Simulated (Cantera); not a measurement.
An isothermal, constant-pressure homogeneous reactor starts with 0.103 % CO, 6.18 % O2, 0.0262 % H2O, 93.7 % N2, at 1250 K and 13300 Pa.

Computed with Cantera and GRI-Mech 3.0 (53 species, 325 reactions).

x: mole fraction; the columns are a selection and need not sum to one.

```
t (s)         x CO    x O2     x H2O     x N2O      x H2       x O      x OH
--------  --------  ------  --------  --------  --------  --------  --------
0.000300   0.00103  0.0618  0.000262    <1e-12    <1e-12  2.69e-10  1.50e-12
0.00108    0.00103  0.0618  0.000262    <1e-12    <1e-12  9.65e-10  1.12e-11
0.00387    0.00103  0.0618  0.000262    <1e-12    <1e-12   3.48e-9  1.15e-10
0.0139     0.00103  0.0618  0.000262    <1e-12  1.21e-12   1.42e-8       [?]
0.0500     0.00103  0.0618  0.000262  2.77e-11  9.24e-11   2.10e-7       [?]
0.180     0.000749  0.0616  0.000250   5.68e-8   4.46e-7  0.000196       [?]
0.646      3.08e-5  0.0613  0.000257   2.84e-7   1.20e-7   4.77e-5       [?]
2.32       1.31e-6  0.0613  0.000261   2.70e-7   7.03e-9   2.98e-6       [?]
8.35       5.14e-8  0.0613  0.000262   1.59e-7  7.53e-10   3.37e-7       [?]
30.0       1.63e-9  0.0613  0.000262   2.58e-8  1.79e-10   8.29e-8       [?]
```

Problem. What belongs in the gaps?

Solution. 
- 0.0139, x OH: 1.44e-9
- 0.0500, x OH: 4.11e-8
- 0.180, x OH: 2.05e-5
- 0.646, x OH: 1.10e-5
- 2.32, x OH: 2.81e-6
- 8.35, x OH: 9.58e-7
- 30.0, x OH: 4.76e-7
